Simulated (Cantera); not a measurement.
A perfectly stirred reactor is fed with CH4 : N2 : H2O = 1 : 8.6 : 0.021 (molar parts), at 0.0710 bar; it is held at 1775 K, and followed from long to short residence time.

Cantera simulation using GRI-Mech 3.0 (53 species, 325 reactions); the numbers are that mechanism's predictions, not measurements. GRI-Mech 3.0 stops at C3 and has no aromatics, soot or wall deposition, so with more carbon than oxygen in the feed, carbon stays in small species such as C2H2 where larger ones or solid carbon would form.

One state of this run: x CH4 = 0.0571; x HCN = 6.97e-7; x H = 9.44e-5; x C2H2 = 0.0185; x H2 = 0.0603; x CH2 = 1.87e-6; x C2H = 2.27e-7. x: mole fraction; the columns are a selection and need not sum to one.

Question: Which value of τ (s) does it belong to?
(A) 0.0065
(B) 0.023
(C) 0.00053
(D) 0.0019

Answer: B, 0.023
